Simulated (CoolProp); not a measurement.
A single-stage vapour-compression cycle with fluoroethane (R161): evaporating at 210.15 K (dew point), condensing at 241.15 K (bubble point), superheat 8 K, subcooling 5 K, compressor efficiency 0.9, no pressure losses. Each further row changes one setting.

Model: reference Helmholtz-energy equation of state, Wu 2012, in CoolProp.

| case | cooling COP | pressure ratio | discharge temperature (K) | refrigerating effect (kJ/kg) | volumetric capacity (kJ/m³) |
|---|---|---|---|---|---|
| as stated | 5.49 | 4.87 | 287.5 | 409 | 292 |
| evaporating temperature 215.15 K | 6.83 | 3.64 | 280.0 | 413 | 388 |
| condensing temperature 236.15 K | 6.65 | 3.89 | 277.3 | 418 | 299 |
| subcooling 10 K | 5.62 | 4.87 | 287.5 | 418 | 299 |
| superheat 18 K | 5.39 | 4.87 | 298.5 | 419 | 286 |
| compressor efficiency 0.8 | 4.88 | 4.87 | 295.0 | 409 | 292 |
